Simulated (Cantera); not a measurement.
**Si + F₂ + N₂ + NF₃ (silicon etching in halogen gases)**

A closed system holds: 1 mol Si, 1.5 mol F₂, 0.11 mol N₂, 0.86 mol NF₃, held at 1125 °C and 1.60 mbar.

Cantera equilibrium calculation (NASA polynomials, part measured and part estimated; ideal gas, pure solids and liquids). Candidate condensed phases: Si, Si₃N₄; 16 gas species. Equilibrium is a limit: real reactors are often held back by kinetics, nucleation or transport.

- x(F): 0.506
- x(SiF₄): 0.321
- x(N₂): 0.173
- x(F₂): 0.000146
- gas amount: 3.120 mol
- log10 activity of Si(s) (absent): -42.86
